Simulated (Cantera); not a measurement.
Reactions in the system H-N-O-V

Standard-state values (1 bar) from the NASA 1993 polynomials, evaluated with Cantera. Values are per mole of reaction as written; species without (g) are pure solids or liquids, kept so even where they would boil at 1 bar. VN: taken at fixed stoichiometry.

2 VN + 4 OH(g) ⇌ V₂O₄ + 4 H(g) + 2 N(g)

```json
[
 {"T (K)": "1250", "ΔH° (kJ)": "729.0", "ΔS° (J/K)": "165.3", "ΔG° (kJ)": "522.3", "log10 K": "-21.83", "condensed phases": "VN(s), V₂O₄(s)"},
 {"T (K)": "1325", "ΔH° (kJ)": "732.7", "ΔS° (J/K)": "168.2", "ΔG° (kJ)": "509.8", "log10 K": "-20.10", "condensed phases": "VN(s), V₂O₄(s)"},
 {"T (K)": "1400", "ΔH° (kJ)": "736.4", "ΔS° (J/K)": "170.9", "ΔG° (kJ)": "497.1", "log10 K": "-18.55", "condensed phases": "VN(s), V₂O₄(s)"},
 {"T (K)": "1475", "ΔH° (kJ)": "739.9", "ΔS° (J/K)": "173.4", "ΔG° (kJ)": "484.2", "log10 K": "-17.15", "condensed phases": "VN(s), V₂O₄(s)"},
 {"T (K)": "1550", "ΔH° (kJ)": "743.3", "ΔS° (J/K)": "175.6", "ΔG° (kJ)": "471.1", "log10 K": "-15.88", "condensed phases": "VN(s), V₂O₄(s)"},
 {"T (K)": "1625", "ΔH° (kJ)": "746.7", "ΔS° (J/K)": "177.7", "ΔG° (kJ)": "457.8", "log10 K": "-14.72", "condensed phases": "VN(s), V₂O₄(s)"},
 {"T (K)": "1700", "ΔH° (kJ)": "750.0", "ΔS° (J/K)": "179.7", "ΔG° (kJ)": "444.4", "log10 K": "-13.66", "condensed phases": "VN(s), V₂O₄(s)"},
 {"T (K)": "1775", "ΔH° (kJ)": "753.1", "ΔS° (J/K)": "181.5", "ΔG° (kJ)": "430.9", "log10 K": "-12.68", "condensed phases": "VN(s), V₂O₄(s)"},
 {"T (K)": "1850", "ΔH° (kJ)": "869.4", "ΔS° (J/K)": "245.5", "ΔG° (kJ)": "415.2", "log10 K": "-11.72", "condensed phases": "VN(s), V₂O₄(l)"}
]
```
